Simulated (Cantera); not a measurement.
N2O furnace oxynitridation

An isothermal, constant-pressure homogeneous reactor starts with 62.4 % N2O, 1.43 % H2, 36.2 % N2, at 1375 K and 0.350 bar.

Computed with Cantera and GRI-Mech 3.0 (53 species, 325 reactions). GRI-Mech 3.0 was tuned for natural gas; its chemistry of N2O as a main component is partial and can be far from experiment. The mechanism lacks the step 2 NO + O2 → 2 NO2, which can matter for NO2 below about 1400 K. The temperature is held fixed by assumption; the heat of reaction is taken as removed at once.

```
t (s)        x N2O      x H2    x H2O2      x OH       x H    x HO2
--------  --------  --------  --------  --------  --------  -------
0.000900     0.612   0.00497   1.12e-7  0.000126   9.27e-6  1.15e-5
0.00175      0.606   0.00180   8.45e-8   9.55e-5   2.64e-6  9.88e-6
0.00341      0.599  0.000425   4.43e-8   6.69e-5   4.89e-7  6.65e-6
0.00663      0.588   4.82e-5   2.28e-8   5.61e-5   8.77e-8  4.27e-6
0.0129       0.569   1.10e-6   1.48e-8   5.75e-5   4.65e-8  2.90e-6
0.0251       0.534   2.23e-7   1.09e-8   6.08e-5   4.71e-8  1.84e-6
0.0488       0.474   2.08e-7   9.01e-9   6.27e-5   4.96e-8  1.06e-6
0.0949       0.380   2.07e-7   7.99e-9   6.26e-5   5.31e-8  5.62e-7
0.185        0.254   2.14e-7   7.06e-9   6.01e-5   5.69e-8  2.78e-7
0.359        0.126   2.13e-7   5.78e-9   5.41e-5   5.45e-8  1.33e-7
0.698       0.0398   1.55e-7   3.69e-9   4.20e-5   3.20e-8  6.46e-8
1.36       0.00703   5.42e-8   1.29e-9   2.35e-5   6.37e-9  3.19e-8
2.64      0.000432   1.55e-8  3.44e-10   1.15e-5  8.99e-10  1.92e-8
5.14       3.56e-6   1.28e-8  2.75e-10   1.02e-5  6.62e-10  1.81e-8
10.0       1.20e-6   1.28e-8  2.75e-10   1.02e-5  6.61e-10  1.80e-8
```
x: mole fraction; the columns are a selection and need not sum to one.

Equilibrium at this temperature and pressure: N2O 2.42e-8, H2 1.18e-8, H2O2 2.97e-10, OH 1.06e-5, H 6.35e-10, HO2 2.02e-8 (gas phase only).
